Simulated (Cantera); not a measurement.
A closed system holds: 1 mol Ti, a varied amount of C₃H₈, 200 mol H₂, equilibrated at 26.0 Pa.

These are equilibrium values from Cantera (NASA tables, ideal gas, pure condensed phases), not measurements of a reactor. Candidate condensed phases: C, C₆H₆, C₇H₈, C₈H₁₈, Ti, TiC; 77 gas species. Mutual solubility and eutectic melting of coexisting phases are not modelled. TiC: taken at fixed stoichiometry. Condensed phases not in the tables: N, O or C dissolved in the metal. Rates play no part.

Problem. What condenses at these points (T in K, n(C₃H₈) in mol): (2123, 0.38); (1823, 0.53); (2123, 0.1); (1823, 0.14); (1923, 0.38); (1873, 0.27)?

Solution. 
| T (K) | n(C₃H₈) in mol | condensed phases | Ti condensed (%) |
|---|---|---|---|
| 2123 | 0.38 | TiC | 98.8 |
| 1823 | 0.53 | C + TiC | 100.0 |
| 2123 | 0.1 | TiC | 30.0 |
| 1823 | 0.14 | Ti + TiC | 43.7 |
| 1923 | 0.38 | TiC | 100.0 |
| 1873 | 0.27 | TiC | 81.0 |
